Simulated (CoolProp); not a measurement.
Sulfur hexafluoride along the isobar 5.96 MPa: Z from the reference equation and from simpler models built on Tc = 318.7 K, pc = 3.755 MPa, ω = 0.210; each cubic takes its own stable root.

Model: reference Helmholtz-energy equation of state, Guder 2009, in CoolProp.

| T (K) | phase | reference | Soave-Redlich-Kwong | Peng-Robinson |
|---|---|---|---|---|
| 305.2 | liquid | 0.2468 | 0.2728 | 0.2436 |
| 332.9 | supercritical | 0.3069 | 0.3561 | 0.3270 |
| 360.6 | supercritical | 0.5648 | 0.5879 | 0.5553 |
| 388.3 | supercritical | 0.7098 | 0.7262 | 0.6923 |
| 416 | supercritical | 0.7926 | 0.8079 | 0.7751 |
| 443.7 | supercritical | 0.8478 | 0.8628 | 0.8316 |
| 471.4 | supercritical | 0.8872 | 0.9020 | 0.8726 |
| 499.1 | supercritical | 0.9166 | 0.9311 | 0.9035 |
| 526.8 | supercritical | 0.9390 | 0.9533 | 0.9273 |
| 554.6 | supercritical | 0.9566 | 0.9705 | 0.9461 |
| 582.3 | supercritical | 0.9704 | 0.9840 | 0.9610 |
